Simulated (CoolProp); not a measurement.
Vapour-liquid equilibrium of R142b (1) + R113 (2) at 95.05 °C; x and y are mole fractions of (1).

Values from CoolProp's multi-fluid Helmholtz-energy mixture model, Lemmon 2006 and Marx 1992; pair parameters Bell 2016.

Task: Give the bubble pressure and the first vapour's composition at x = 0.2, 0.65, 0.725. Is there an azeotrope?

Result: x = 0.2: 702.1 kPa, y = 0.510; x = 0.65: 1347 kPa, y = 0.850; x = 0.725: 1454 kPa, y = 0.883. No azeotrope shows between x = 0.05 and 0.95.

The pair parameters rest on a limited set of measurements; away from them the model extrapolates. The gap from Raoult's law changes sign with composition, which may be real or a fault of the pair parameters; it wasn't checked against measurements.
